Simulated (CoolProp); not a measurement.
A closed Brayton cycle with dry air: compressor inlet 331.15 K and 4.5 MPa, high pressure 12.1 MPa, turbine inlet 795 K, compressor efficiency 0.8, turbine efficiency 0.93, recuperator effectiveness 0.9 (on enthalpy, no pinch check). Each further row changes one setting.

The numbers come from the reference Helmholtz-energy equation of state, Lemmon 2000 in CoolProp. It is a pseudo-pure fit of the blend.

| case | thermal efficiency (%) | net work (kJ/kg) | compressor to turbine work | compressor exit (K) | turbine exit (K) |
|---|---|---|---|---|---|
| as stated | 24.4 | 51.2 | 0.73 | 466.6 | 622.9 |
| turbine inlet 745 K | 20.2 | 39.0 | 0.78 | 466.6 | 582.1 |
| compressor inlet 341.15 K | 22.5 | 46.8 | 0.75 | 480.5 | 622.9 |
| high pressure 10.3 MPa | 26.2 | 49.0 | 0.70 | 441.9 | 648.4 |
| recuperator effectiveness 0.5 | 18.5 | 51.2 | 0.73 | 466.6 | 622.9 |
